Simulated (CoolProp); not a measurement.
A single-stage vapour-compression cycle with the fluid: evaporating at 287.15 K (dew point), condensing at 355.15 K (bubble point), superheat 0 K, subcooling 8 K, compressor efficiency 0.7, no pressure losses. The same conditions are run with several fluids, on thermodynamics alone (safety and materials aside).

The numbers come from the reference Helmholtz-energy equation of state of each fluid (isohexane: Lemmon 2006; neopentane: Lemmon 2006; R152A: Outcalt 1996; R113: Marx 1992; sulfur dioxide: Gao 2016; the fluoroketone C6F12O (FK-5-1-12): McLinden 2015) in CoolProp.

| fluid | cooling COP | pressure ratio | discharge temperature (K) | refrigerating effect (kJ/kg) | volumetric capacity (kJ/m³) |
|---|---|---|---|---|---|
| isohexane | 2.24 | 11.0 | 355.2 | 214 | 138 |
| neopentane | 2.02 | [?] | 355.1 | [?] | 627 |
| R152A | 2.12 | [?] | 386.6 | [?] | 2340 |
| R113 | 2.31 | 9.80 | [?] | 98.3 | 224 |
| sulfur dioxide | 2.35 | [?] | 474.8 | 281 | 2130 |
| the fluoroketone C6F12O (FK-5-1-12) | 1.43 | 11.3 | 355.2 | [?] | 103 |

Task: What belongs in the gaps?

Result: 
- neopentane, pressure ratio: 6.48
- neopentane, refrigerating effect (kJ/kg): 166
- R152A, pressure ratio: 5.75
- R152A, refrigerating effect (kJ/kg): 177
- R113, discharge temperature (K): 356.1
- sulfur dioxide, pressure ratio: 7.05
- the fluoroketone C6F12O (FK-5-1-12), refrigerating effect (kJ/kg): 30.6

The compression ends wet for: isohexane; neopentane; the fluoroketone C6F12O (FK-5-1-12).
